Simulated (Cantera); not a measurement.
An adiabatic, constant-pressure homogeneous reactor starts with 9.30 % CH3OH, 6.98 % O2, 83.7 % N2, equivalence ratio 2.0, at 1198 K and 10500 Torr.

Computed with Cantera and GRI-Mech 3.0 (53 species, 325 reactions). GRI-Mech 3.0 was tuned for natural gas; its chemistry of methanol as a main component is partial and can be far from experiment. The pressure lies above the range GRI-Mech 3.0 was tuned for (to about 10 atm).

One state of this run: T (K) = 1832; x CH3OH = 1.95e-10; x O2 = 9.04e-10; x C2H4 = 1.51e-10; x H = 3.19e-5; x CH2 = 6.40e-12; x HO2 = 1.40e-12; x NO = 7.26e-8. x: mole fraction; the columns are a selection and need not sum to one.

**Question.** Which value of t (s) does it belong to?
A. 0.000653
B. 0.0284
C. 0.000186
D. 1.50e-5

**Answer.** B, 0.0284
